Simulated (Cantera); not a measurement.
Input: 1 mol Pb, 0.25 mol N2, 0.011 mol O2, equilibrated at 0.340 bar.

These are equilibrium values from Cantera (NASA tables, ideal gas, pure condensed phases), not measurements of a reactor. Candidate condensed phases: Pb, PbO, PbO2, Pb3O4; 12 gas species. Each liquid is taken as pure. Mutual solubility and eutectic melting of coexisting phases are not modelled. Gases not in the tables: (PbO)n polymers. Rates play no part.

### Question
Which condensed phases are stable at each of these points (T (K)): 550, 625, 700, 775, 850, 925, 1000, 1075, 1150, 1225, 1300, 1375, 1450, 1525?

### Answer
```json
[
 {"T (K)": "550", "condensed phases": "Pb(s) + PbO(red)", "Pb condensed (%)": "100.0"},
 {"T (K)": "625", "condensed phases": "Pb(l) + PbO(red)", "Pb condensed (%)": "100.0"},
 {"T (K)": "700", "condensed phases": "Pb(l) + PbO(red)", "Pb condensed (%)": "100.0"},
 {"T (K)": "775", "condensed phases": "Pb(l) + PbO(yellow)", "Pb condensed (%)": "100.0"},
 {"T (K)": "850", "condensed phases": "Pb(l) + PbO(yellow)", "Pb condensed (%)": "100.0"},
 {"T (K)": "925", "condensed phases": "Pb(l) + PbO(yellow)", "Pb condensed (%)": "100.0"},
 {"T (K)": "1000", "condensed phases": "Pb(l) + PbO(yellow)", "Pb condensed (%)": "100.0"},
 {"T (K)": "1075", "condensed phases": "Pb(l) + PbO(yellow)", "Pb condensed (%)": "100.0"},
 {"T (K)": "1150", "condensed phases": "Pb(l) + PbO(yellow)", "Pb condensed (%)": "100.0"},
 {"T (K)": "1225", "condensed phases": "Pb(l) + PbO(l)", "Pb condensed (%)": "99.9"},
 {"T (K)": "1300", "condensed phases": "Pb(l) + PbO(l)", "Pb condensed (%)": "99.8"},
 {"T (K)": "1375", "condensed phases": "Pb(l) + PbO(l)", "Pb condensed (%)": "99.4"},
 {"T (K)": "1450", "condensed phases": "Pb(l) + PbO(l)", "Pb condensed (%)": "98.5"},
 {"T (K)": "1525", "condensed phases": "Pb(l) + PbO(l)", "Pb condensed (%)": "96.4"}
]
```

At 550 K the condensed part is Pb(s) + PbO(red). From 625 K to 700 K the condensed part is Pb(l) + PbO(red). From 775 K to 1150 K the condensed part is Pb(l) + PbO(yellow). From 1225 K to 1525 K the condensed part is Pb(l) + PbO(l).
